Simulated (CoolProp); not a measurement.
Model: reference Helmholtz-energy equation of state, Gao 2016, in CoolProp.

**Question.** For sulfur dioxide, give the phase and the Z, cp (kJ/(kg K)), speed of sound (m/s), isothermal compressibility (1/MPa) at 266.1 K and 22.2 MPa; 284.1 K and 22.2 MPa.

**Answer.** 
- 266.1 K and 22.2 MPa: liquid; Z 0.433, cp 1.33, speed of sound 1110, isothermal compressibility 0.000892
- 284.1 K and 22.2 MPa: liquid; Z 0.417, cp 1.33, speed of sound 1040, isothermal compressibility 0.00105
